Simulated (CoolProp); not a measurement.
Properties of n-perfluoropentane at several states (Tc = 147.9 °C, pc = 20.63 bar, ω = 0.436).

The numbers come from the reference Helmholtz-energy equation of state, Gao 2022 in CoolProp.

```csv
T (°C),p (bar),phase,density (kg/m³),cp (kJ/(kg K)),Joule-Thomson coefficient (K/MPa),isothermal compressibility (1/MPa),fugacity coefficient
68.65,0.4,gas,4.111,0.8746,13.77,25.36,0.9863
-64.25,40.5,liquid,1881,0.8773,-0.4180,0.001296,0.0001556
133.25,0.135,gas,1.154,0.9550,8.177,74.26,0.9975
7.15,26.4,liquid,1674,1.008,-0.2953,0.002588,0.01855
84.55,0.805,gas,7.988,0.8994,12.29,12.74,0.9765
```
